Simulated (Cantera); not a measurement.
A freely propagating, adiabatic, planar premixed flame of H2 : O2 : N2 : H2O = 1 : 0.417 : 1.57 : 0.24 (molar parts), unburnt at 575 K and 770000 Pa; mixture-averaged transport, grid criteria slope 0.08 and curve 0.16, no radiation.

Computed with Cantera and the H2/O2 subset of GRI-Mech 3.0, which has no nitrogen chemistry. The hydrogen kinetics of GRI-Mech 3.0 are dated; newer H2 mechanisms differ, most at raised pressure. Burning velocities carry a grid error of a few per cent, more on coarse grids.

### Question
Predict: laminar burning velocity; thermal thickness; peak x(O); peak x(H); peak x(HO2).

### Answer
| Quantity | Result |
|---|---|
| laminar burning velocity | 529 cm/s |
| thermal thickness | 0.0325 mm |
| peak x(O) | 0.00359 |
| peak x(H) | 0.0235 |
| peak x(HO2) | 0.00149 |
